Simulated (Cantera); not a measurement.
Input: 1 mol Fe(CO)₅, 0.27 mol O₂, 74 mol N₂, at 28.0 Pa.

Method: chemical equilibrium by Gibbs-energy minimisation in Cantera with the NASA 1993 tables (ideal gas, pure condensed phases). Candidate condensed phases: C, Fe, Fe(CO)₅, FeO, Fe₂O₃, Fe₃O₄; 27 gas species. Kinetics and transport are ignored.

**Question.** Which condensed phases are stable at each of these points (T (K)): 700, 850, 1000, 1150, 1300, 1450, 1600?

**Answer.** 
```json
[
 {"T (K)": "700", "condensed phases": "Fe(α)", "Fe condensed (%)": "100.0"},
 {"T (K)": "850", "condensed phases": "Fe(α)", "Fe condensed (%)": "100.0"},
 {"T (K)": "1000", "condensed phases": "Fe(α)", "Fe condensed (%)": "100.0"},
 {"T (K)": "1150", "condensed phases": "Fe(α)", "Fe condensed (%)": "100.0"},
 {"T (K)": "1300", "condensed phases": "Fe(γ)", "Fe condensed (%)": "100.0"},
 {"T (K)": "1450", "condensed phases": "Fe(γ)", "Fe condensed (%)": "98.6"},
 {"T (K)": "1600", "condensed phases": "Fe(γ)", "Fe condensed (%)": "68.9"}
]
```

From 700 K to 1150 K the condensed part is Fe(α). From 1300 K to 1600 K the condensed part is Fe(γ).
